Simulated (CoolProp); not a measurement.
Vapour pressure (kPa) of sulfur dioxide: the reference equation beside estimates from Tc = 157.5 °C, pc = 7887 kPa, ω = 0.256. Clausius-Clapeyron is anchored at 35.65 °C with a constant enthalpy of vaporisation of 22.11 kJ/mol.

Model: reference Helmholtz-energy equation of state, Gao 2016, in CoolProp.

| T (°C) | reference | Lee-Kesler | Clausius-Clapeyron | van der Waals | Redlich-Kwong | Peng-Robinson |
|---|---|---|---|---|---|---|
| 35.65 | 552.2 | 553.1 | 552.2 | 1786 | 842.4 | 549.5 |
| 39.45 | 620.0 | 621.4 | 613.2 | 1898 | 930.2 | 616.8 |
| 43.35 | 695.9 | 697.9 | 680.9 | 2018 | 1027 | 692.2 |
| 47.15 | 776.5 | 779.1 | 752.3 | 2139 | 1128 | 772.3 |
| 51.05 | 866.4 | 869.5 | 831.3 | 2269 | 1238 | 861.6 |
| 54.85 | 961.3 | 964.9 | 914.2 | 2399 | 1353 | 956.1 |
| 58.75 | 1067 | 1071 | 1006 | 2539 | 1479 | 1061 |
| 62.65 | 1180 | 1185 | 1104 | 2683 | 1612 | 1174 |
| 66.45 | 1300 | 1305 | … | 2828 | 1750 | 1293 |
| 70.35 | 1431 | 1436 | 1318 | 2983 | 1899 | 1425 |
| 74.15 | 1569 | 1574 | 1435 | 3138 | 2053 | 1562 |
| 78.05 | 1720 | … | 1562 | 3303 | 2220 | 1714 |
| 81.85 | 1877 | 1883 | 1694 | 3468 | 2392 | … |

**Question.** What belongs in the gaps?

**Answer.** 
- 66.45, Clausius-Clapeyron: 1206
- 78.05, Lee-Kesler: 1725
- 81.85, Peng-Robinson: 1871

Absolute difference from the reference over all 13 rows, mean and median: Lee-Kesler 0.3 and 0.3 %, Clausius-Clapeyron 5.4 and 5.7 %, van der Waals 144.2 and 138.0 %, Redlich-Kwong 39.2 and 38.6 %, Peng-Robinson 0.5 and 0.5 %.
